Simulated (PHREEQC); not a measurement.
HF is added in steps, without added water, to 1 kg of water holding 0.62 mol HNO3 and 0.0068 mol ZnSO4, at 25 °C. Oxygen alone is held at its pressure in air (log pO2 = -0.68). CO2 from the air is kept out. The run lets Zn(OH)2-e, Zn4(OH)6SO4, Goslarite, ZnF2 precipitate or redissolve, and no other solid.

Base run: PHREEQC, ion-association model, wateq4f.dat. Each further column changes one thing. The table gives pH.

```csv
HF added (mol),base,Debye-Hückel limiting law,metal-ligand complexes left out,all activity coefficients set to 1,Davies equation for every ion
0,0.33,0.62,0.33,0.21,0.34
0.01937,0.33,0.62,0.33,0.21,0.34
0.05813,0.33,0.62,0.33,0.21,0.34
0.0775,0.33,0.62,0.33,0.21,0.34
0.1163,0.33,0.62,0.33,0.21,0.34
0.1356,0.33,0.62,0.33,0.21,0.34
0.1744,0.33,0.62,0.33,0.21,0.34
0.1938,0.33,0.62,0.33,0.21,0.34
0.2325,0.33,0.62,0.33,0.21,0.34
0.2519,0.33,0.62,0.33,0.21,0.34
0.2906,0.33,0.62,0.33,0.21,0.34
0.31,0.33,0.62,0.33,0.21,0.34
```

wateq4f.dat counts part of the HF as a dimer, H2F2, which phreeqc.dat doesn't know; its constant is uncertain.
